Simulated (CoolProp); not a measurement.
Vapour-liquid equilibrium of methanol (1) + dimethyl carbonate (2) at 439.9 K; x and y are mole fractions of (1).

The numbers come from the multi-fluid Helmholtz-energy mixture model, de Reuck 1993 and Zhou 2011; pair parameters Bell 2016 in CoolProp.

```
x     bubble pressure, mixture model (bar)  bubble pressure, Raoult's law (bar)  y, mixture model  y, Raoult's law
----  ------------------------------------  -----------------------------------  ----------------  ---------------
0.05                                 8.511                                7.825             0.174            0.131
0.2                                  11.81                                9.821             0.449            0.417
0.35                                 14.35                                11.82             0.593            0.606
0.5                                  16.33                                13.81             0.692            0.741
0.65                                 17.94                                15.81             0.775            0.841
0.8                                  19.25                                17.81             0.859            0.920
0.95                                 20.24                                19.80             0.959            0.982
```

The largest gap from Raoult's law is +21.4 % in bubble pressure, at x = 0.35. No azeotrope shows between x = 0.05 and 0.95.

Pair parameters are fitted to limited data, so mixtures are less certain than the pure fluids.
